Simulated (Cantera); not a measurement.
Input: 1 mol B, 0.91 mol H₂O, equilibrated at 750 K and 4.20 mbar.

Method: chemical equilibrium by Gibbs-energy minimisation in Cantera with the NASA 1993 tables (ideal gas, pure condensed phases). Candidate condensed phases: B, B₂O₃, B₃O₃H₃, H₂O; 23 gas species. Rates play no part.

Base state: H₂ 1.000, B₃O₃H₃ 0.000231 (mole fractions); condensed: B(s) + B₂O₃(l).

### Question
What changes in the equilibrium state with this change: H₂O from 0.91 to 7.2 mol?

### Answer
```
species         before    after
------------  --------  -------
H₂O              <1e-9    0.785
H₂               1.000    0.209
(HBO₂)₃          <1e-9  0.00608
B₃O₃H₃        0.000231    <1e-9
B(s), mol        0.393        0
B₂O₃(l), mol     0.303    0.435
```
Gases not in the tables: H₃BO₃.
